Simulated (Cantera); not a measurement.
A Cantera script and what it prints.

```python
import numpy as np
import cantera as ct

gas_names = """
    CL CL2 H HCL H2 Si SiCL SiCL2 SiCL3 SiCL4 SiH SiHCL3 SiH2 SiH2CL2 SiH3 SiH3CL SiH4 Si2 Si3
""".split()
cond_names = """
    Si(cr) Si(L)
""".split()


# ... load() reads the species with a 1 bar reference pressure and builds the phases ...
atoms = {
    'SiCl4': {'Si': 1, 'CL': 4},
    'HCl': {'H': 1, 'CL': 1},
    'H2': {'H': 2},
}
top_T = {}  # K; cautious upper limits of use, not melting points


# ... equilibrate(T, P, feed) seeds the gas with the atoms and calls Mixture.equilibrate('TP', solver="vcs", rtol=1e-11, max_steps=5000) ...
results = []
feed = {'SiCl4': 1, 'HCl': 2.2, 'H2': 10}  # mol
T = 1675  # K
for P in [10000, 20000, 42000, 85000, 170000, 350000, 720000, 1500000, 3000000]:
    mix = equilibrate(T, P, feed)
    results.append((T, P, feed, dict(zip(mix.species_names, mix.species_moles))))

top = {s: max(r[3][s] / sum(r[3][g] for g in gas_names) for r in results) for s in gas_names}
cols = sorted((s for s in top if top[s] > 1e-05), key=lambda s: -top[s])[:5]
seen = [c for c in cond_names if any(r[3].get(c, 0) > 1e-12 for r in results)]
print("log10 of partial pressures in bar; condensed amounts in mol")
print(f"{'P/Pa':>10s}" + "".join(f"{s[:9]:>10s}" for s in cols + seen))
for T, P, feed, n in results:
    ng = sum(n[g] for g in gas_names)
    print(f"{P:10.4g}" + "".join(f"{np.log10(max(n[s] / ng * P / 1e5, 1e-99)):10.3f}" for s in cols)
          + "".join(f"{n.get(c, 0):10.4g}" for c in seen))
```

Result:

```
log10 of partial pressures in bar; condensed amounts in mol
      P/Pa        H2       HCL     SiCL2     SiCL4    SiHCL3
     1e+04    -1.193    -1.542    -2.205    -3.857    -4.252
     2e+04    -0.889    -1.247    -1.929    -3.295    -3.681
   4.2e+04    -0.563    -0.934    -1.647    -2.714    -3.086
   8.5e+04    -0.252    -0.641    -1.396    -2.188    -2.542
   1.7e+05     0.055    -0.356    -1.172    -1.700    -2.033
   3.5e+05     0.376    -0.062    -0.966    -1.228    -1.533
   7.2e+05     0.696     0.230    -0.793    -0.790    -1.068
   1.5e+06     1.021     0.529    -0.653    -0.378    -0.629
     3e+06     1.327     0.815    -0.555    -0.013    -0.245
```

Cantera equilibrium calculation (NASA polynomials, part measured and part estimated; ideal gas, pure solids and liquids). The tables' values for SiCl3, SiCl are old estimates; treat these amounts as uncertain.
